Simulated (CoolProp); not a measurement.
Model: reference Helmholtz-energy equation of state, Span 2000, in CoolProp.

### Question
Give the vapour pressure (MPa), enthalpy of vaporisation (kJ/kg), vapour Z, liquid viscosity (µPa s) of saturated nitrogen at -190.45, -156.45 °C.

### Answer
| T (°C) | p (MPa) | enthalpy of vaporisation (kJ/kg) | vapour Z | liquid viscosity (µPa s) |
|---|---|---|---|---|
| -190.45 | 0.182 | 192 | 0.935 | 131 |
| -156.45 | 2.12 | 109 | 0.623 | 44.3 |

Viscosity comes from a separate model (Lemmon 2004).
